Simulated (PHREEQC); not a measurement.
Solution (25 °C): 0.025 mol/kgw NH4Cl, 0.00029 mol/kgw K2HPO4 and 0.00017 mol/kgw KCl. Closed to the air; pH follows from the charge balance.

The numbers come from PHREEQC with the ion-association model, phreeqc.dat.

Task: The ionic strength comes out as 0.0258 mol/kgw. What activity coefficients do K+, Cl-, NH4+, HPO4-2, H2PO4- get?

Result: K+ 0.85, Cl- 0.86, NH4+ 0.85, HPO4-2 0.55, H2PO4- 0.86.

This is a speciation only: nothing precipitates in the calculation.
